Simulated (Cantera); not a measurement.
Source: NASA polynomial tables (part measured, part estimated), evaluated in Cantera. Values are per mole of reaction as written; species without (g) are pure solids or liquids, kept so even where they would boil at 1 bar.

Ta₂O₅ + N(g) ⇌ 2 TaO₂(g) + NO(g), with ΔH° = 1262.8 kJ and ΔS° = 474.6 J/K at 300 K.

Q: How far is the shortcut ΔG° ≈ ΔH°(300 K) − T·ΔS°(300 K) from the full temperature-dependent value at 1550, 1650, 1750, 1850, 1950, 2050, 2150, 2250, 2350, 2450 K?

A: 
```tsv
T (K)	shortcut (kJ)	full (kJ)	difference (kJ)	difference in log10 K	condensed phases
1550	527.3	589.6	-62.3	2.10	Ta₂O₅(s)
1650	479.8	550.8	-71.0	2.25	Ta₂O₅(s)
1750	432.4	512.4	-80.0	2.39	Ta₂O₅(s)
1850	384.9	474.3	-89.4	2.52	Ta₂O₅(s)
1950	337.4	436.6	-99.2	2.66	Ta₂O₅(s)
2050	290.0	399.3	-109.3	2.78	Ta₂O₅(s)
2150	242.5	367.7	-125.2	3.04	Ta₂O₅(l)
2250	195.1	337.1	-142.0	3.30	Ta₂O₅(l)
2350	147.6	307.0	-159.4	3.54	Ta₂O₅(l)
2450	100.2	277.4	-177.2	3.78	Ta₂O₅(l)
```
The shortcut ignores heat capacities and the phase changes listed.
